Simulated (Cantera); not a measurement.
A perfectly stirred reactor is fed with 11.8 % CH3OH, 18.5 % O2, 69.7 % N2, at 750 Torr; it is adiabatic with a 750 K inlet, and is followed from long to short residence time, starting on the burning branch (τ in s: 0.41, 0.094, 0.022, 0.005, 0.0012, 0.00027, 6.2e-05, 1.4e-05, 3.4e-06).

Model: GRI-Mech 3.0 (53 species, 325 reactions), integrated in Cantera. GRI-Mech 3.0 was tuned for natural gas; its chemistry of methanol as a main component is partial and can be far from experiment.

One state of this run: T (K) = 1966; x CH3OH = 0.000272; x O2 = 0.0386; x C2H6 = 3.11e-9; x C2H2 = 8.40e-8; x CH2 = 6.96e-6; x H2 = 0.0197; x N2O = 1.03e-7. x: mole fraction; the columns are a selection and need not sum to one.

Problem. Which value of τ (s) does it belong to?
A) 0.0050
B) 0.022
C) 6.2e-5
D) 0.41

Solution. C, 6.2e-5
